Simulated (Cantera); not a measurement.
Charge: 1 mol Zr, 3.1 mol O₂, 14 mol N₂, at 2527 °C and 0.680 bar.

These are equilibrium values from Cantera (NASA tables, ideal gas, pure condensed phases), not measurements of a reactor. Candidate condensed phases: Zr, ZrN, ZrO₂; 13 gas species. Rates play no part.

Base state: N₂ 0.847, O₂ 0.105, NO 0.0270, O 0.0213, ZrO₂ 2.66e-5, NO₂ 1.06e-5 (mole fractions); condensed: ZrO₂(s).

### Question
What changes in the equilibrium state with this change: Zr replaced by V?

### Answer
```csv
species,before,after
N₂,0.847,0.798
O₂,0.105,0.0986
VO₂,0,0.0577
NO,0.0270,0.0254
O,0.0213,0.0207
ZrO₂,2.66e-5,0
VO,0,0.000129
NO₂,1.06e-5,9.70e-6
"ZrO₂(s), mol",1.000,0
```
Further candidate phases: V, VN, VO, V₂O₃, V₂O₄, V₂O₅.
